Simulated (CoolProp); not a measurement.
Vapour-liquid equilibrium of p-xylene (1) + n-undecane (2) at 192.95 °C; x and y are mole fractions of (1).

Values from CoolProp's multi-fluid Helmholtz-energy mixture model, Zhou 2012 and Aleksandrov 2011; pair parameters Bell 2016.

Task: Give the bubble pressure and the first vapour's composition at x = 0.05, 0.25, 0.95. Is there an azeotrope?

Result: x = 0.05: 0.1060 MPa, y = 0.146; x = 0.25: 0.1540 MPa, y = 0.522; x = 0.95: 0.3447 MPa, y = 0.985. No azeotrope shows between x = 0.05 and 0.95.

The pair parameters rest on a limited set of measurements; away from them the model extrapolates.
